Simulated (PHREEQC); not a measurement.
Solution (20 °C): 0.011 mol H2SO4 and 0.002 mol NaHCO3 per kg of water. Closed to the air; pH follows from the charge balance.

Equilibrium calculation in PHREEQC: Pitzer model, pitzer.dat.

```yaml
pH: 1.88
ionic_strength: 0.0242 mol/kgw
specific_conductance: 5390 µS/cm
osmotic_coefficient: 0.923
total_alkalinity: -20.0 meq/kg
```

```
species  molality  activity   log γ
-------  --------  --------  ------
H+         0.0156    0.0133  -0.069
SO4-2     0.00658   0.00348  -0.277
HSO4-     0.00442   0.00383  -0.063
CO2       0.00200   0.00200   0.001
Na+       0.00200   0.00172  -0.066
HCO3-     7.49e-8   6.41e-8  -0.067
```

This is a speciation only: nothing precipitates in the calculation. Species that the database lacks are ignored.
